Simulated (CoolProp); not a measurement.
Vapour-liquid equilibrium of CH2F2 (R32) (1) + methanol (2) at 293.9 K; x and y are mole fractions of (1).

Computed with CoolProp (multi-fluid Helmholtz-energy mixture model, Tillner-Roth 1997 and de Reuck 1993; pair parameters Bell 2016).

| x | bubble pressure, mixture model (MPa) | bubble pressure, Raoult's law (MPa) | y, mixture model | y, Raoult's law |
|---|---|---|---|---|
| 0.05 | 0.2354 | 0.08816 | 0.942 | 0.854 |
| 0.125 | 0.5125 | 0.2001 | 0.973 | 0.941 |
| 0.2 | 0.7243 | 0.3119 | 0.980 | 0.965 |
| 0.275 | 0.8774 | 0.4238 | 0.984 | 0.977 |
| 0.35 | 0.9827 | 0.5357 | 0.985 | 0.984 |
| 0.425 | 1.053 | 0.6476 | 0.987 | 0.988 |
| 0.5 | 1.100 | 0.7595 | 0.987 | 0.991 |
| 0.575 | 1.134 | 0.8714 | 0.988 | 0.993 |
| 0.65 | 1.167 | 0.9833 | 0.988 | 0.995 |
| 0.725 | 1.205 | 1.095 | 0.989 | 0.997 |
| 0.8 | 1.255 | 1.207 | 0.991 | 0.998 |
| 0.875 | 1.324 | 1.319 | 0.993 | 0.999 |
| 0.95 | 1.421 | 1.431 | 0.996 | 1.000 |

The largest gap from Raoult's law is +167.0 % in bubble pressure, at x = 0.05. No azeotrope shows between x = 0.05 and 0.95.

The pair parameters rest on a limited set of measurements; away from them the model extrapolates. The gap from Raoult's law changes sign with composition, which may be real or a fault of the pair parameters; it wasn't checked against measurements. With so large a gap from Raoult's law the liquid may split in two, which this calculation doesn't test in full.
